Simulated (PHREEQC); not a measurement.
Solution (50 °C and 100 atm): 0.057 mol/kgw H2SO4. Closed to the air; pH follows from the charge balance.

Equilibrium calculation in PHREEQC: Pitzer model, pitzer.dat.

This is a speciation only: nothing precipitates in the calculation.

Q: What pH does the model give?

A: pH 1.26.

Q: In which forms is S present?

A: HSO4- 79 %, SO4-2 21 % of the S.

Under pressure, the constants of complexes without a molar volume in the database are unreliable. Away from 25 °C the constants follow the database's enthalpies or fits; those with neither stay at their 25 °C values.
